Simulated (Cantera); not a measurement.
Cantera run:

```python
import numpy as np
import cantera as ct

gas_names = """
    H HNO HNO2 HNO3 HO2 H2 H2O H2O2 H2S H2SO4 N NH NH2 NH3 NH2OH NO NO2 NO3 N2 N2H2 N2H4 N2O O OH O2 O3
    S SH SN SO SO2 SO3 S2 S2O S8
""".split()
cond_names = """
    H2O(s) H2O(L) H2SO4(L) S(cr1) S(cr2) S(L)
""".split()


# ... load() reads the species with a 1 bar reference pressure and builds the phases ...
atoms = {
    'S': {'S': 1},
    'H2O': {'H': 2, 'O': 1},
    'N2': {'N': 2},
}
top_T = {}  # K; cautious upper limits of use, not melting points


# ... equilibrate(T, P, feed) seeds the gas with the atoms and calls Mixture.equilibrate('TP', solver="vcs", rtol=1e-11, max_steps=5000) ...
results = []
feed = {'S': 1, 'H2O': 2.1, 'N2': 0.96}  # mol
P = 1000  # Pa
for T in [825, 975, 1125, 1275, 1425, 1575, 1725, 1875, 2025, 2175, 2325]:
    mix = equilibrate(T, P, feed)
    results.append((T, P, feed, dict(zip(mix.species_names, mix.species_moles))))
    x = sorted(zip(gas.X, gas.species_names), reverse=True)
    print(f"T = {T:g} K  P = {P:g} Pa  gas = {mix.phase_moles(0):.4g} mol")
    print("   x: " + "  ".join(f"{s} {v:.3e}" for v, s in x if v > 0.0001))
    print("   condensed (mol): " + ("  ".join(f"{mix.phase(i).name} {mix.phase_moles(i):.4g}"
          for i in range(1, mix.n_phases) if mix.phase_moles(i) > 1e-12) or "none"))
```

It prints:

```
T = 825 K  P = 1000 Pa  gas = 3.487 mol
   x: H2O 5.146e-01  N2 2.753e-01  H2S 8.534e-02  S2 7.834e-02  SO2 4.350e-02  H2 2.286e-03  S2O 6.288e-04
   condensed (mol): none
T = 975 K  P = 1000 Pa  gas = 3.514 mol
   x: H2O 5.231e-01  N2 2.732e-01  S2 9.176e-02  H2S 6.286e-02  SO2 3.692e-02  H2 1.158e-02  S2O 5.973e-04
   condensed (mol): none
T = 1125 K  P = 1000 Pa  gas = 3.551 mol
   x: H2O 5.133e-01  N2 2.703e-01  S2 9.882e-02  H2S 4.382e-02  SO2 3.868e-02  H2 3.419e-02  S2O 6.068e-04  SH 1.290e-04  SO 1.167e-04
   condensed (mol): none
T = 1275 K  P = 1000 Pa  gas = 3.596 mol
   x: H2O 4.866e-01  N2 2.669e-01  S2 9.963e-02  H2 6.870e-02  SO2 4.803e-02  H2S 2.838e-02  S2O 6.485e-04  SO 6.009e-04  SH 4.684e-04
   condensed (mol): none
T = 1425 K  P = 1000 Pa  gas = 3.645 mol
   x: H2O 4.487e-01  N2 2.634e-01  H2 1.089e-01  S2 9.469e-02  SO2 6.224e-02  H2S 1.785e-02  SO 2.254e-03  SH 1.203e-03  S2O 6.840e-04
   condensed (mol): none
T = 1575 K  P = 1000 Pa  gas = 3.696 mol
   x: H2O 4.055e-01  N2 2.598e-01  H2 1.502e-01  S2 8.547e-02  SO2 7.777e-02  H2S 1.128e-02  SO 6.511e-03  SH 2.436e-03  S2O 6.862e-04  S 2.726e-04  H 1.610e-04
   condensed (mol): none
T = 1725 K  P = 1000 Pa  gas = 3.75 mol
   x: H2O 3.612e-01  N2 2.560e-01  H2 1.890e-01  SO2 9.141e-02  S2 7.319e-02  SO 1.518e-02  H2S 7.198e-03  SH 4.138e-03  S 1.068e-03  H 8.075e-04  S2O 6.447e-04
   condensed (mol): none
T = 1875 K  P = 1000 Pa  gas = 3.812 mol
   x: H2O 3.188e-01  N2 2.518e-01  H2 2.227e-01  SO2 1.007e-01  S2 5.850e-02  SO 2.961e-02  SH 6.067e-03  H2S 4.572e-03  S 3.214e-03  H 3.093e-03  S2O 5.589e-04  OH 3.453e-04
   condensed (mol): none
T = 2025 K  P = 1000 Pa  gas = 3.89 mol
   x: H2O 2.801e-01  H2 2.478e-01  N2 2.468e-01  SO2 1.044e-01  SO 4.934e-02  S2 4.214e-02  H 9.581e-03  SH 7.716e-03  S 7.676e-03  H2S 2.808e-03  OH 1.132e-03  S2O 4.357e-04
   condensed (mol): none
T = 2175 K  P = 1000 Pa  gas = 3.99 mol
   x: H2 2.603e-01  H2O 2.462e-01  N2 2.405e-01  SO2 1.025e-01  SO 7.105e-02  S2 2.589e-02  H 2.491e-02  S 1.469e-02  SH 8.384e-03  OH 3.164e-03  H2S 1.596e-03  S2O 2.939e-04  O 2.122e-04  NO 1.324e-04
   condensed (mol): none
T = 2325 K  P = 1000 Pa  gas = 4.126 mol
   x: H2 2.558e-01  N2 2.325e-01  H2O 2.168e-01  SO2 9.639e-02  SO 8.901e-02  H 5.564e-02  S 2.253e-02  S2 1.285e-02  OH 7.863e-03  SH 7.615e-03  O 1.162e-03  H2S 8.004e-04  O2 4.103e-04  NO 3.966e-04  S2O 1.656e-04
   condensed (mol): none
```

Cantera equilibrium calculation (NASA polynomials, part measured and part estimated; ideal gas, pure solids and liquids). Gases not in the tables: S3 to S7.
